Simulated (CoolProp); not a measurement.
The numbers come from the reference Helmholtz-energy equation of state, Lemmon 2005 in CoolProp. It is a short technical equation, of lower accuracy than the large ones.

Problem. For cis-2-butene, give the phase and the cv (kJ/(kg K)), isothermal compressibility (1/MPa), expansivity (1/kK), fugacity coefficient at 525 K and 10.6 MPa; 525 K and 31.8 MPa.

Solution. 
- 525 K and 10.6 MPa: supercritical; cv 2.27, isothermal compressibility 0.111, expansivity 8.04, fugacity coefficient 0.612
- 525 K and 31.8 MPa: supercritical; cv 2.25, isothermal compressibility 0.00858, expansivity 2.14, fugacity coefficient 0.430
